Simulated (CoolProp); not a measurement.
Aqueous potassium formate as a coolant, 24 % by mass, freezing at -15.0 °C, 1 atm.

Values from CoolProp's Melinder's fits for secondary coolants.

```
T (°C)  density (kg/m³)  Prandtl number  cp (kJ/(kg K))  conductivity (W/(m K))
------  ---------------  --------------  --------------  ----------------------
-11.8              1158            22.4           3.279                   0.512
-5.1               1156            17.7           3.289                   0.521
1.6                1155            14.3           3.299                   0.529
8.4                1152            11.8               ?                   0.538
15.1               1150               ?           3.319                   0.547
21.8               1148               ?           3.329                   0.555
28.6               1145               ?           3.340                   0.564
35.3               1143            6.42           3.350                   0.572
```

### Question
Some entries are withheld; supply them.

### Answer

- 8.4, cp (kJ/(kg K)): 3.309
- 15.1, Prandtl number: 9.95
- 21.8, Prandtl number: 8.51
- 28.6, Prandtl number: 7.35
